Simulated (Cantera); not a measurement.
**Equilibrium for tantalum, niobium, vanadium and zirconium in process gases: Ta + N2O + N2 + CO2**

Feed: 1 mol Ta, 5.7 mol N2O, 0.34 mol N2, 0.36 mol CO2.

These are equilibrium values from Cantera (NASA tables, ideal gas, pure condensed phases), not measurements of a reactor. Candidate condensed phases: C, Ta, TaC, Ta2O5; 27 gas species. Kinetics and transport are ignored.

Stable condensed phases:

```
T in K \ P in Pa
            0.10       1      10     100    1000   10000  100000 1000000
   2650        A       A       A       A       B       B       B       B
   2550        A       A       A       B       B       B       B       B
   2450        A       A       A       B       B       B       B       B
   2350        A       A       B       B       B       B       B       B
   2250        A       A       B       B       B       B       B       B
   2150        A       B       B       B       B       B       B       B
   2050        A       B       B       B       B       B       B       B
   1950        B       B       B       B       B       B       B       B
   1850        B       B       B       B       B       B       B       B
```

A: gas only; B: Ta2O5.
